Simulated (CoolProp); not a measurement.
Sulfur dioxide along the isobar 99.2 bar: fugacity coefficient from the reference equation and from simpler models built on Tc = 430.6 K, pc = 78.87 bar, ω = 0.256; each cubic takes its own stable root.

Model: reference Helmholtz-energy equation of state, Gao 2016, in CoolProp.

```json
[
 {"T (K)": "221.2", "phase": "liquid", "reference": "0.001267", "Redlich-Kwong": "0.003308", "Soave-Redlich-Kwong": "0.001286", "Peng-Robinson": "(withheld)"},
 {"T (K)": "264.6", "phase": "liquid", "reference": "0.01287", "Redlich-Kwong": "0.02509", "Soave-Redlich-Kwong": "0.01316", "Peng-Robinson": "0.01305"},
 {"T (K)": "308", "phase": "liquid", "reference": "0.05956", "Redlich-Kwong": "0.09195", "Soave-Redlich-Kwong": "0.06169", "Peng-Robinson": "(withheld)"},
 {"T (K)": "351.4", "phase": "liquid", "reference": "0.1706", "Redlich-Kwong": "0.2200", "Soave-Redlich-Kwong": "0.1782", "Peng-Robinson": "0.1712"},
 {"T (K)": "394.8", "phase": "liquid", "reference": "0.3561", "Redlich-Kwong": "0.3998", "Soave-Redlich-Kwong": "0.3713", "Peng-Robinson": "0.3561"},
 {"T (K)": "438.2", "phase": "supercritical", "reference": "0.5863", "Redlich-Kwong": "0.5933", "Soave-Redlich-Kwong": "0.5992", "Peng-Robinson": "0.5755"},
 {"T (K)": "481.6", "phase": "supercritical", "reference": "0.7242", "Redlich-Kwong": "0.7118", "Soave-Redlich-Kwong": "0.7313", "Peng-Robinson": "0.7040"},
 {"T (K)": "525", "phase": "supercritical", "reference": "0.8005", "Redlich-Kwong": "(withheld)", "Soave-Redlich-Kwong": "0.8083", "Peng-Robinson": "0.7807"}
]
```

Question: Fill in the missing entries.

Answer: 
- 221.2, Peng-Robinson: 0.001337
- 308, Peng-Robinson: 0.05981
- 525, Redlich-Kwong: 0.7802
